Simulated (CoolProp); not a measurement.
Vapour-liquid equilibrium of R125 (1) + R143a (2) at 1.19 bar; x and y are mole fractions of (1).

Values from CoolProp's multi-fluid Helmholtz-energy mixture model, Lemmon 2005 and Lemmon and Jacobsen 2000; pair parameters Lemmon 2004.

Q: Give the bubble temperature and the first vapour's composition at x = 0.05, 0.2, 0.5. Is there an azeotrope?

A: x = 0.05: 229.5 K, y = 0.046; x = 0.2: 229.7 K, y = 0.192; x = 0.5: 229.7 K, y = 0.510. y crosses x between x = 0.35 and 0.5: the model has an azeotrope there.

Pair parameters are fitted to limited data, so mixtures are less certain than the pure fluids.
